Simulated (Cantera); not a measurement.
What does this Cantera script print?

```python
import numpy as np
import cantera as ct

gas = ct.Solution("gri30.yaml", transport_model="multicomponent")
show = ['N2', 'NO', 'NH3']

rows = []
print(f"{'T/K':>7s}{'rho':>11s}{'cp':>10s}{'mu':>11s}{'lambda':>11s}{'Pr':>7s}" + "".join(f"{'D_' + s:>11s}" for s in show))
for T in [400, 600, 800, 1000, 1200, 1400, 1600, 1800, 2000]:
    gas.TPX = T, 500000, {'CO': 0.79, 'C2H4': 0.77}
    Pr = gas.cp_mass * gas.viscosity / gas.thermal_conductivity
    D = [gas.mix_diff_coeffs_mole[gas.species_index(s)] for s in show]
    rows.append([gas.density, gas.cp_mass, gas.viscosity, gas.thermal_conductivity, Pr, *D])
    print(f"{T:7g}{gas.density:11.4e}{gas.cp_mass:10.1f}{gas.viscosity:11.4e}"
          f"{gas.thermal_conductivity:11.4e}{Pr:7.3f}" + "".join(f"{d:11.4e}" for d in D))
print("SI units: kg/m3, J/kg/K, Pa s, W/m/K, m2/s")
```

It prints:

```
    T/K        rho        cp         mu     lambda     Pr       D_N2       D_NO      D_NH3
    400 4.2143e+00    1457.6 1.7038e-05 3.2891e-02  0.755 6.1547e-06 6.0517e-06 6.5133e-06
    600 2.8095e+00    1798.6 2.3499e-05 5.5375e-02  0.763 1.2472e-05 1.2264e-05 1.4008e-05
    800 2.1072e+00    2053.6 2.9057e-05 7.7947e-02  0.766 2.0369e-05 2.0028e-05 2.3638e-05
   1000 1.6857e+00    2256.0 3.4025e-05 1.0015e-01  0.766 2.9677e-05 2.9180e-05 3.5122e-05
   1200 1.4048e+00    2407.5 3.8574e-05 1.2115e-01  0.767 4.0284e-05 3.9609e-05 4.8274e-05
   1400 1.2041e+00    2525.5 4.2807e-05 1.4108e-01  0.766 5.2106e-05 5.1233e-05 6.2962e-05
   1600 1.0536e+00    2616.7 4.6794e-05 1.5986e-01  0.766 6.5080e-05 6.3990e-05 7.9091e-05
   1800 9.3651e-01    2686.9 5.0583e-05 1.7753e-01  0.766 7.9153e-05 7.7828e-05 9.6589e-05
   2000 8.4286e-01    2741.1 5.4209e-05 1.9422e-01  0.765 9.4283e-05 9.2705e-05 1.1540e-04
SI units: kg/m3, J/kg/K, Pa s, W/m/K, m2/s
```

Model: GRI-Mech 3.0 (53 species, 325 reactions), integrated in Cantera. The composition is frozen, though it would react at the higher temperatures.
